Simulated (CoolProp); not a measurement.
Values from CoolProp's reference Helmholtz-energy equation of state, Gao 2022.

**Question.** For n-perfluorohexane, give the phase and the isothermal compressibility (1/MPa), expansivity (1/kK), fugacity coefficient at 275.9 K and 3.18 MPa.

**Answer.** 
- 275.9 K and 3.18 MPa: liquid; isothermal compressibility 0.00200, expansivity 1.55, fugacity coefficient 0.00408
